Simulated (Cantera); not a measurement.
Feed: 1 mol SiF₄, 1 mol NO, 2.5 mol N₂, equilibrated at 36.0 mbar.

Cantera equilibrium calculation (NASA polynomials, part measured and part estimated; ideal gas, pure solids and liquids). Candidate condensed phases: Si, SiO₂, Si₂N₂O, Si₃N₄; 28 gas species. The numbers say what is thermodynamically allowed, not how fast it happens. All values below are at 1152 °C.

Base state: N₂ 0.666, SiF₄ 0.222, O₂ 0.111, NO 0.000556 (mole fractions); condensed: gas only.

What changes in the equilibrium state with this change: SiF₄ replaced by Si₂H₆?


```json
[
 {"species": "H₂", "before": "0", "after": "0.600"},
 {"species": "N₂", "before": "0.666", "after": "0.400"},
 {"species": "H", "before": "0", "after": "2.78e-5"},
 {"species": "SiF₄", "before": "0.222", "after": "0"},
 {"species": "O₂", "before": "0.111", "after": "<1e-9"},
 {"species": "NO", "before": "0.000556", "after": "<1e-9"},
 {"species": "Si₂N₂O(s), mol", "before": "0", "after": "1.000"}
]
```
The feed counts by its element totals alone. Further candidate phases: H₂O.
